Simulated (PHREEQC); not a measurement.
Dissolve 80 mmol/kgw NaAlO2, 0.019 mmol/kgw Ca(HCO3)2 and 0.055 mmol/kgw KF at 25 °C. Closed to the air; pH follows from the charge balance.

All values are PHREEQC results (ion-association model, wateq4f.dat), not measurements.

Precipitation was switched off in this run.

**Question.** Estimate the pH.

**Answer.** pH 9.14.

**Question.** In which forms is F present?

**Answer.** F- 97 %, NaF 2.7 % of the F.

Saturation is exceeded, for instance for Al(OH)3(a), Boehmite (slow to form); the values hold only as long as no solid forms. Fluoro complexes past AlF4- and FeF3 are missing from the database.
